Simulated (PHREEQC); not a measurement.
# Nickel, zinc or cadmium bath (model solution)

Dissolve 0.0057 mol/kgw ZnSO4 and 0.0021 mol/kgw NaCl at 20 °C. Closed to the air; pH follows from the charge balance.

Equilibrium calculation in PHREEQC: ion-association model, phreeqc.dat.

Each row changes one thing in this solution. This is a speciation only: nothing precipitates in the calculation.

```csv
case,pH,ionic strength (mol/kgw),SO4-2 (mol/kgw),ZnSO4 (mol/kgw),Zn(SO4)2-2 (mol/kgw),ZnOH+ (mol/kgw),SI of Zn(OH)2(e) (Zn(OH)2)
as made,5.88,0.0191,0.00418,0.00139,5.01e-5,1.64e-6,-2.33
0.0011 mol/kgw H2SO4 added,2.80,…,0.00474,0.00148,6.03e-5,1.31e-9,-8.51
ZnSO4 from 0.0057 to 0.00513 mol/kgw,5.90,0.0176,0.00382,0.00120,3.95e-5,…,-2.34
NaCl left out,5.89,0.0168,…,0.00144,…,…,-2.30
```

### Question
Some entries are withheld; supply them.

### Answer

- 0.0011 mol/kgw H2SO4 added, ionic strength (mol/kgw): 0.0211
- ZnSO4 from 0.0057 to 0.00513 mol/kgw, ZnOH+ (mol/kgw): 1.56e-6
- NaCl left out, SO4-2 (mol/kgw): 0.00415
- NaCl left out, Zn(SO4)2-2 (mol/kgw): 5.15e-5
- NaCl left out, ZnOH+ (mol/kgw): 1.70e-6
